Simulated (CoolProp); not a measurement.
A simple Rankine cycle with ethylbenzene: condensing at 325.15 K, boiler at 1.75 MPa, turbine inlet 575.3 K, turbine efficiency 0.65, pump efficiency 0.6, no recuperator. Each further row changes one setting.

Computed with CoolProp (reference Helmholtz-energy equation of state, Zhou 2012).

| case | thermal efficiency (%) | net work (kJ/kg) | heat in (kJ/kg) | turbine exit temperature (K) | volume ratio over the turbine |
|---|---|---|---|---|---|
| as stated | 17.7 | 138 | 778 | 484.2 | 394 |
| turbine inlet 595.3 K | 17.5 | 145 | 828 | 506.3 | ? |
| condensing temperature 317.15 K | ? | 146 | 792 | ? | 572 |
| boiler pressure 1.22 MPa | ? | 135 | 796 | ? | 246 |
| turbine efficiency 0.55 | 14.9 | ? | 778 | ? | 403 |

Task: Some entries are withheld; supply them.

Result: 
- turbine inlet 595.3 K, volume ratio over the turbine: 375
- condensing temperature 317.15 K, thermal efficiency (%): 18.5
- condensing temperature 317.15 K, turbine exit temperature (K): 479.6
- boiler pressure 1.22 MPa, thermal efficiency (%): 16.9
- boiler pressure 1.22 MPa, turbine exit temperature (K): 495.1
- turbine efficiency 0.55, net work (kJ/kg): 116
- turbine efficiency 0.55, turbine exit temperature (K): 495.5
